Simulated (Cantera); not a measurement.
Cantera with NASA thermochemical tables; ideal gases at 1 bar, condensed phases pure. Values are per mole of reaction as written; species without (g) are pure solids or liquids, kept so even where they would boil at 1 bar.

Between 725 and 1225 K, where is each reaction favourable under standard conditions?
- 2 Cl2(g) + 2 PbO = 2 PbCl2(g) + O2(g)


- 2 Cl2(g) + 2 PbO = 2 PbCl2(g) + O2(g): ΔG° is -92 kJ at 725 K and -200 kJ at 1225 K; it stays negative (K > 1). ΔH° is 5 kJ and ΔS° 167 J/K at 1225 K.
